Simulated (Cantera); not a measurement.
**Adiabatic ignition**

An adiabatic, constant-pressure homogeneous reactor starts with 3.48 % CH₄, 19.9 % O₂, 74.9 % N₂, 1.74 % CO₂, equivalence ratio 0.35, at 1773 K and 18800 Torr.

Computed with Cantera and GRI-Mech 3.0 (53 species, 325 reactions). The pressure lies above the range GRI-Mech 3.0 was tuned for (to about 10 atm).

| t (s) | T (K) | x CH₄ | x O₂ | x N₂O | x HCN | x NO |
|---|---|---|---|---|---|---|
| 2.00e-6 | 1773 | 0.0346 | 0.199 | 3.50e-9 | <1e-12 | 2.11e-11 |
| 6.78e-6 | 1823 | 0.0261 | 0.191 | 1.01e-7 | 4.02e-10 | 1.94e-9 |
| 2.30e-5 | 2465 | <1e-12 | 0.128 | 4.28e-6 | 4.32e-12 | 8.38e-5 |
| 7.79e-5 | 2466 | <1e-12 | 0.128 | 4.13e-6 | 1.20e-12 | 0.000316 |
| 0.000264 | 2465 | <1e-12 | 0.127 | 4.11e-6 | 1.10e-12 | 0.00108 |
| 0.000894 | 2460 | <1e-12 | 0.126 | 4.08e-6 | 1.15e-12 | 0.00342 |
| 0.00303 | 2449 | <1e-12 | 0.124 | 4.04e-6 | 1.18e-12 | 0.00890 |
| 0.0103 | 2437 | <1e-12 | 0.121 | 4.05e-6 | 1.14e-12 | 0.0144 |
| 0.0348 | 2436 | <1e-12 | 0.121 | 4.06e-6 | 1.14e-12 | 0.0151 |
| 0.118 | 2436 | <1e-12 | 0.121 | 4.06e-6 | 1.14e-12 | 0.0151 |
| 0.400 | 2436 | <1e-12 | 0.121 | 4.06e-6 | 1.14e-12 | 0.0151 |
x: mole fraction; the columns are a selection and need not sum to one.

- time of steepest temperature rise: 8.94 µs
- temperature at 0.400 s: 2436 K
- equilibrium temperature: 2436 K
- x(CH₄) at 0.400 s: <1e-12 (gas-phase equilibrium <1e-12)
- x(O₂) at 0.400 s: 0.121 (gas-phase equilibrium 0.121)
- x(N₂O) at 0.400 s: 4.06e-6 (gas-phase equilibrium 4.06e-6)
